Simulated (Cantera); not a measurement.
**NO annealing gas**

A perfectly stirred reactor is fed with NO : N2 = 1 : 0.17 (molar parts), at 600 Torr; it is held at 2098 K, and followed from long to short residence time.

Cantera simulation using GRI-Mech 3.0 (53 species, 325 reactions); the numbers are that mechanism's predictions, not measurements.

```tsv
τ (s)	x NO	x NO2	x O2	x N2O	x N2	x O
11	0.0461	8.41e-5	0.404	1.28e-6	0.549	0.000981
3.9	0.0843	0.000150	0.384	3.29e-6	0.530	0.000959
1.4	0.160	0.000272	0.346	1.09e-5	0.492	0.000913
0.50	0.299	0.000454	0.277	3.76e-5	0.423	0.000824
0.18	0.492	0.000608	0.180	0.000105	0.326	0.000679
0.065	0.671	0.000606	0.0908	0.000202	0.237	0.000508
0.023	0.781	0.000488	0.0362	0.000281	0.182	0.000364
0.0084	0.827	0.000384	0.0133	0.000316	0.159	0.000279
0.0030	0.845	0.000319	0.00449	0.000317	0.150	0.000233
0.0011	0.851	0.000271	0.00141	0.000284	0.147	0.000200
```
x: mole fraction; the columns are a selection and need not sum to one.
